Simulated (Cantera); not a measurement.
# Abatement and gas-phase synthesis: H2S + H2

Feed: 1 mol H2S, 0.42 mol H2, at 2573.15 K.

Equilibrium computed with Cantera from the NASA thermochemical tables; the gas is ideal and each condensed phase is pure. Candidate condensed phases: S; 7 gas species. The ideal-gas law is rough above about 30 bar. Equilibrium is a limit: real reactors are often held back by kinetics, nucleation or transport.

```json
[
 {"P (Pa)": "10", "x H": "0.690", "x H2": "0.0403", "x H2S": "3.19e-6", "x S": "0.266", "x S2": "0.00203", "x SH": "0.00173"},
 {"P (Pa)": "84", "x H": "0.513", "x H2": "0.187", "x H2S": "0.000127", "x S": "0.270", "x S2": "0.0176", "x SH": "0.0110"},
 {"P (Pa)": "710", "x H": "0.264", "x H2": "0.417", "x H2S": "0.00177", "x S": "0.200", "x S2": "0.0816", "x SH": "0.0353"},
 {"P (Pa)": "6000", "x H": "0.107", "x H2": "0.577", "x H2S": "0.00977", "x S": "0.0948", "x S2": "0.155", "x SH": "0.0572"},
 {"P (Pa)": "50000", "x H": "0.0388", "x H2": "0.638", "x H2S": "0.0343", "x S": "0.0361", "x S2": "0.187", "x SH": "0.0661"},
 {"P (Pa)": "420000", "x H": "0.0133", "x H2": "0.630", "x H2S": "0.0970", "x S": "0.0123", "x S2": "0.183", "x SH": "0.0649"},
 {"P (Pa)": "3600000", "x H": "0.00430", "x H2": "0.564", "x H2S": "0.227", "x S": "0.00376", "x S2": "0.146", "x SH": "0.0549"},
 {"P (Pa)": "30000000", "x H": "0.00134", "x H2": "0.458", "x H2S": "0.413", "x S": "0.00101", "x S2": "0.0876", "x SH": "0.0384"}
]
```
x: gas mole fraction; nothing condenses.

From 0.0750 Torr to 225000 Torr nothing is condensed.
